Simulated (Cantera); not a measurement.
Standard-state values (1 bar) from the NASA 1993 polynomials, evaluated with Cantera. Values are per mole of reaction as written; species without (g) are pure solids or liquids, kept so even where they would boil at 1 bar.

Between 300 and 1673 K, where is each reaction favourable under standard conditions?
- 3 NO₂(g) + 2 Cr₂O₃ ⇌ 3 N(g) + 4 CrO₃(g)
- 2 Cr₂N + 4 O₃(g) ⇌ N₂(g) + 4 CrO₃(g)


- 3 NO₂(g) + 2 Cr₂O₃ ⇌ 3 N(g) + 4 CrO₃(g): ΔG° is 2221 kJ at 300 K and 1388 kJ at 1673 K; it stays positive (K < 1). ΔH° is 2363 kJ and ΔS° 582 J/K at 1673 K.
- 2 Cr₂N + 4 O₃(g) ⇌ N₂(g) + 4 CrO₃(g): ΔG° is -1539 kJ at 300 K and -1707 kJ at 1673 K; it stays negative (K > 1). ΔH° is -1568 kJ and ΔS° 83 J/K at 1673 K.
